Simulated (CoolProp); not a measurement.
Vapour-liquid equilibrium of ethanol (1) + p-xylene (2) at 74.35 °C; x and y are mole fractions of (1).

Model: multi-fluid Helmholtz-energy mixture model, Schroeder 2014 and Zhou 2012; pair parameters Bell 2016, in CoolProp.

Give the bubble pressure and the first vapour's composition at x = 0.05, 0.35, 0.65. Is there an azeotrope?

x = 0.05: 0.3732 bar, y = 0.674; x = 0.35: 0.7124 bar, y = 0.844; x = 0.65: 0.7500 bar, y = 0.864. No azeotrope shows between x = 0.05 and 0.95.

The pair parameters rest on a limited set of measurements; away from them the model extrapolates. With so large a gap from Raoult's law the liquid may split in two, which this calculation doesn't test in full.
